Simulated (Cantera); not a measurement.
**Silicon oxide and oxynitride deposition: SiF₄ + O₃**

Input: 1 mol SiF₄, 3.7 mol O₃, at 25.0 mbar.

These are equilibrium values from Cantera (NASA tables, ideal gas, pure condensed phases), not measurements of a reactor. Candidate condensed phases: Si, SiO₂; 17 gas species. The tables' values for SiF₃ are old estimates; treat these amounts as uncertain. The tables hold silica as quartz up to 1696 K and as liquid above; real silica turns to tridymite and cristobalite and melts near 1996 K. Rates play no part.

From 1075 K to 1750 K nothing is condensed. From 1825 K to 1975 K the condensed part is SiO₂(condensed). The main Si-bearing gas is SiF₄ throughout.

```
T (K)   x O₂  x SiF₄       x O       x F    x SiF₃    x SiO₂     x SiO  n SiO₂(condensed)
-----  -----  ------  --------  --------  --------  --------  --------  -----------------
1075   0.847   0.153   7.64e-9  6.90e-10  5.58e-12    <1e-12    <1e-12                  0
1150   0.847   0.153   4.84e-8   4.62e-9  7.15e-11    <1e-12    <1e-12                  0
1225   0.847   0.153   2.45e-7   2.45e-8  6.69e-10    <1e-12    <1e-12                  0
1300   0.847   0.153   1.03e-6   1.08e-7   4.82e-9    <1e-12    <1e-12                  0
1375   0.847   0.153   3.71e-6   4.03e-7   2.79e-8  1.14e-12    <1e-12                  0
1450   0.847   0.153   1.17e-5   1.32e-6   1.35e-7  1.66e-11    <1e-12                  0
1525   0.847   0.153   3.30e-5   3.83e-6   5.55e-7  1.86e-10  2.52e-12                  0
1600   0.847   0.153   8.44e-5   1.01e-5   2.00e-6   1.65e-9  4.68e-11                  0
1675   0.847   0.153  0.000199   2.45e-5   6.40e-6   1.20e-8  6.65e-10                  0
1750   0.847   0.153  0.000435   5.52e-5   1.85e-5   7.21e-8   7.36e-9                  0
1825   0.846   0.153  0.000894  0.000117   4.86e-5   3.70e-7   6.61e-8           0.000109
1900   0.846   0.152   0.00173  0.000233  0.000118   1.66e-6   4.96e-7           0.000174
1975   0.844   0.152   0.00320  0.000442  0.000268   6.60e-6   3.18e-6           0.000220
```
x: gas mole fraction; n: condensed amount in mol.
